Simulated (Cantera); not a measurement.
A Cantera script and its output.

```python
import numpy as np
import cantera as ct

gas = ct.Solution("h2o2.yaml")
gas.TPX = 1150, 270, {'H2': 0.037, 'O2': 1, 'H2O': 0.0042}
reactor = ct.IdealGasConstPressureReactor(gas, energy="off", clone=False)
net = ct.ReactorNet([reactor])
net.rtol, net.atol = 1e-08, 1e-18
show = ['H2', 'O2', 'H2O', 'H', 'H2O2']
times = np.geomspace(4e-05, 200, 11)

steps = ct.SolutionArray(gas, extra=["t"])
rows = []
print(f"{'t/s':>10s}{'T/K':>9s}{'P/Pa':>11s}" + "".join(f"{s:>11s}" for s in show))
for t in times:
    while net.time < t:
        t_next = net.step()
        steps.append(gas.state, t=t_next)
    rows.append([np.interp(t, steps.t, y) for y in (steps.T, steps.P, *steps(*show).X.T)])
    print(f"{t:10.3e}{rows[-1][0]:9.1f}{rows[-1][1]:11.4g}" + "".join(f"{x:11.3e}" for x in rows[-1][2:]))
rate = np.gradient(steps.T, steps.t)
print("integrator steps:", len(steps.t))
if steps.T.max() > steps.T[0] + 200:
    print(f"time of steepest temperature rise: {steps.t[rate.argmax()]:.4e} s")
gas.TPX = 1150, 270, {'H2': 0.037, 'O2': 1, 'H2O': 0.0042}
gas.equilibrate("TP")
print(f"equilibrium (TP): T = {gas.T:.1f} K  " + "  ".join(f"{s} {gas[s].X[0]:.3e}" for s in show))
```

Output:

```
       t/s      T/K       P/Pa         H2         O2        H2O          H       H2O2
 4.000e-05   1150.0        270  3.554e-02  9.604e-01  4.034e-03  8.817e-11  7.026e-16
 1.870e-04   1150.0        270  3.554e-02  9.604e-01  4.034e-03  3.358e-10  1.536e-14
 8.747e-04   1150.0        270  3.554e-02  9.604e-01  4.034e-03  1.217e-09  3.352e-13
 4.090e-03   1150.0        270  3.554e-02  9.604e-01  4.034e-03  3.006e-08  7.301e-12
 1.913e-02   1150.0        270  1.240e-02  9.431e-01  2.214e-02  5.756e-03  5.716e-08
 8.944e-02   1150.0        270  4.791e-04  9.331e-01  3.564e-02  4.807e-03  1.423e-08
 4.183e-01   1150.0        270  3.542e-04  9.407e-01  3.704e-02  2.954e-03  1.481e-08
 1.956e+00   1150.0        270  1.136e-04  9.538e-01  3.924e-02  5.109e-04  1.442e-08
 9.146e+00   1150.0        270  1.049e-05  9.591e-01  4.009e-02  1.415e-05  8.064e-09
 4.277e+01   1150.0        270  7.159e-07  9.596e-01  4.024e-02  2.532e-07  2.117e-09
 2.000e+02   1150.0        270  7.159e-08  9.597e-01  4.027e-02  8.046e-09  4.056e-10
integrator steps: 1822
equilibrium (TP): T = 1150.0 K  H2 3.422e-09  O2 9.597e-01  H2O 4.028e-02  H 8.455e-11  H2O2 3.080e-11
```

Computed with Cantera and the H2/O2 subset of GRI-Mech 3.0, which has no nitrogen chemistry. Radical loss at walls, strong at low pressure, is not modelled. The temperature is held fixed by assumption; the heat of reaction is taken as removed at once.
